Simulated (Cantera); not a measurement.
Standard-state values (1 bar) from the NASA 1993 polynomials, evaluated with Cantera. Values are per mole of reaction as written; species without (g) are pure solids or liquids, kept so even where they would boil at 1 bar.

### Question
Between 725 and 1925 K, where is each reaction favourable under standard conditions?
- Cu2O + CH4(g) ⇌ CH3OH(g) + 2 Cu

### Answer
- Cu2O + CH4(g) ⇌ CH3OH(g) + 2 Cu: ΔG° is 26 kJ at 725 K and 12 kJ at 1925 K; it stays positive (K < 1). ΔH° is -12 kJ and ΔS° -13 J/K at 1925 K.
